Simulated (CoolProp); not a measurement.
Vapour-liquid equilibrium of R125 (1) + R236EA (2) at 3.23 bar; x and y are mole fractions of (1).

Computed with CoolProp (multi-fluid Helmholtz-energy mixture model, Lemmon 2005 and Rui 2013; pair parameters Bell 2016).

| x | bubble temperature, mixture model (°C) | bubble temperature, Raoult's law (°C) | y, mixture model | y, Raoult's law |
|---|---|---|---|---|
| 0.05 | 31.8 | 31.3 | 0.220 | 0.251 |
| 0.2 | 15.6 | 14.9 | 0.609 | 0.647 |
| 0.35 | 4.3 | 3.7 | 0.788 | 0.816 |
| 0.5 | -4.0 | -4.4 | 0.881 | 0.900 |
| 0.65 | -10.3 | -10.7 | 0.935 | 0.948 |
| 0.8 | -15.5 | -15.7 | 0.969 | 0.977 |
| 0.95 | -19.8 | -19.9 | 0.994 | 0.995 |

The largest gap from Raoult's law is +0.7 K in bubble temperature, at x = 0.2. No azeotrope shows between x = 0.05 and 0.95.

Pair parameters are fitted to limited data, so mixtures are less certain than the pure fluids.
